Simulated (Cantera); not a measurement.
## Equilibrium for boron, boron nitride and boron oxide: B2O3 + O2 + H2O

A closed system holds: 1 mol B2O3, 0.22 mol O2, 1.1 mol H2O, at 7200 Pa.

These are equilibrium values from Cantera (NASA tables, ideal gas, pure condensed phases), not measurements of a reactor. Candidate condensed phases: B, B2O3, B3O3H3, H2O; 23 gas species. Gases not in the tables: H3BO3. Rates play no part.

From 1100 °C to 1600 °C the condensed part is B2O3(l). From 1700 °C to 1900 °C nothing is condensed.

| T (°C) | x H2O | x HBO2 | x O2 | x B2O3 | x BO2 | x OH | x H2 | x O | n B2O3(l) |
|---|---|---|---|---|---|---|---|---|---|
| 1100 | 0.810 | 0.0236 | 0.165 | 1.74e-5 | 4.40e-6 | 0.000121 | 2.20e-6 | 9.32e-7 | 0.982 |
| 1200 | 0.775 | 0.0623 | 0.161 | 0.000172 | 3.08e-5 | 0.000310 | 9.41e-6 | 4.18e-6 | 0.955 |
| 1300 | 0.703 | 0.140 | 0.155 | 0.00125 | 0.000166 | 0.000680 | 3.20e-5 | 1.53e-5 | 0.897 |
| 1400 | 0.579 | 0.269 | 0.142 | 0.00706 | 0.000722 | 0.00127 | 8.63e-5 | 4.70e-5 | 0.781 |
| 1500 | 0.405 | 0.434 | 0.124 | 0.0325 | 0.00259 | 0.00199 | 0.000179 | 0.000123 | 0.557 |
| 1600 | 0.209 | 0.559 | 0.0954 | 0.126 | 0.00782 | 0.00242 | 0.000261 | 0.000272 | 0.0810 |
| 1700 | 0.197 | 0.544 | 0.0901 | 0.150 | 0.0131 | 0.00393 | 0.000574 | 0.000607 | 0 |
| 1800 | 0.204 | 0.523 | 0.0876 | 0.156 | 0.0198 | 0.00641 | 0.00126 | 0.00127 | 0 |
| 1900 | 0.210 | 0.501 | 0.0844 | 0.161 | 0.0285 | 0.00993 | 0.00259 | 0.00246 | 0 |
x: gas mole fraction; n: condensed amount in mol.
